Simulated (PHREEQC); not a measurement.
# Acid rinse or clean: an equilibrium model

A solution holds 0.0099 mol/kgw HF, 0.012 mol/kgw AlCl3 and 0.0165 mol/kgw CuCl2, at 25 °C. Closed to the air; pH follows from the charge balance.

Computed with PHREEQC (ion-association model, phreeqc.dat).

This is a speciation only: nothing precipitates in the calculation.

Problem. What pH does the model give?

Solution. pH 2.09.

Problem. In which forms is Cu present?

Solution. Cu+2 93 %, CuCl+ 6.8 % of the Cu.

Species that the database lacks are ignored. Fluoro complexes past AlF4- and FeF3 are missing from the database.
